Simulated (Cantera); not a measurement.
A closed system holds: 1 mol MgO, 2.6 mol H₂, held at 2850 K and 2.60 bar.

Method: chemical equilibrium by Gibbs-energy minimisation in Cantera with the NASA 1993 tables (ideal gas, pure condensed phases). Candidate condensed phases: H₂O, Mg, MgO, Mg(OH)₂; 15 gas species. The tables' values for MgH are old estimates; treat these amounts as uncertain. Rates play no part.

Base state: H₂ 0.670, H₂O 0.133, Mg 0.132, H 0.0494, MgOH 0.00769, MgH 0.00392, OH 0.00287, MgO 0.000907 (mole fractions); condensed: MgO(s).

**Question.** What changes in the equilibrium state with this change: pressure from 2.60 bar to 1 atm?

**Answer.** 
| species | before | after |
|---|---|---|
| H₂ | 0.670 | 0.528 |
| Mg | 0.132 | 0.191 |
| H₂O | 0.133 | 0.186 |
| MgOH | 0.00769 | 0.0109 |
| H | 0.0494 | 0.0702 |
| O₂ | 1.05e-5 | 8.47e-5 |
| O | 0.000132 | 0.000602 |
| MgO | 0.000907 | 0.00233 |
| OH | 0.00287 | 0.00725 |
| Mg(OH)₂ | 0.000586 | 0.000820 |
| MgO(s), mol | 0.547 | 0.286 |

**Question.** What changes in the equilibrium state with this change: MgO replaced by Al₂O₃?

**Answer.** 
| species | before | after |
|---|---|---|
| H₂ | 0.670 | 0.919 |
| H | 0.0494 | 0.0578 |
| H₂O | 0.133 | 0.0134 |
| Mg | 0.132 | 0 |
| Al | 0 | 0.00379 |
| MgOH | 0.00769 | 0 |
| MgH | 0.00392 | 0 |
| Al₂O | 0 | 0.00335 |
| AlOH | 0 | 0.00111 |
| MgO(s), mol | 0.547 | 0 |
| Al₂O₃(l), mol | 0 | 0.983 |
The tables' values for AlOH are old estimates; treat these amounts as uncertain. Gases not in the tables: Al(OH)₃. Further candidate phases: Al, Al₂O₃.
